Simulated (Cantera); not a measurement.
Charge: 1 mol B2O3, 28 mol NH3, held at 2200 K and 10.0 mbar.

Equilibrium computed with Cantera from the NASA thermochemical tables; the gas is ideal and each condensed phase is pure. Candidate condensed phases: B, BN, B2O3, B3O3H3, H2O; 39 gas species. Kinetics and transport are ignored.

Base state: H2 0.677, N2 0.239, H 0.0463, HBO 0.0110, BO 0.00918, HBO2 0.00909, H2O 0.00582, B2O3 0.00198 (mole fractions); condensed: gas only.

Task: What changes in the equilibrium state with this change: temperature from 2200 K to 2398 K?

Result: 
```tsv
species	before	after
H2	0.677	0.608
N2	0.239	0.228
H	0.0463	0.123
BO	0.00918	0.0164
HBO	0.0110	0.00778
O	2.65e-6	4.31e-5
NO	1.49e-6	1.13e-5
OH	5.56e-5	0.000318
BO2	0.000105	0.000279
```
